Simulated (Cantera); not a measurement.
Input: 1 mol SiCl₄, 1.1 mol Cl₂, 0.35 mol H₂, equilibrated at 1373 K and 3.20 bar.

Method: chemical equilibrium by Gibbs-energy minimisation in Cantera with the NASA 1993 tables (ideal gas, pure condensed phases). Candidate condensed phases: Si; 19 gas species. The numbers say what is thermodynamically allowed, not how fast it happens.

**Question.** What is the equilibrium state?

**Answer.** 
```json
{
  "x(SiCl₄)": "0.407",
  "x(Cl₂)": "0.302",
  "x(HCl)": "0.285",
  "x(Cl)": "0.00706",
  "x(SiCl₃)": "1.76e-6",
  "gas_amount": "2.459 mol",
  "log10 activity of Si(s) (absent)": "-18.23"
}
```
